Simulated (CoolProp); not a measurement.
Vapour-liquid equilibrium of R134a (1) + dimethyl ether (2) at 0.0453 MPa; x and y are mole fractions of (1).

Model: multi-fluid Helmholtz-energy mixture model, Tillner-Roth 1994 and Wu 2011; pair parameters Bell 2016, in CoolProp.

**Question.** Give the bubble temperature and the first vapour's composition at x = 0.05, 0.125, 0.8. Is there an azeotrope?

**Answer.** x = 0.05: -41.5 °C, y = 0.036; x = 0.125: -41.0 °C, y = 0.098; x = 0.8: -41.3 °C, y = 0.837. y crosses x between x = 0.35 and 0.425: the model has an azeotrope there.

The pair parameters rest on a limited set of measurements; away from them the model extrapolates.
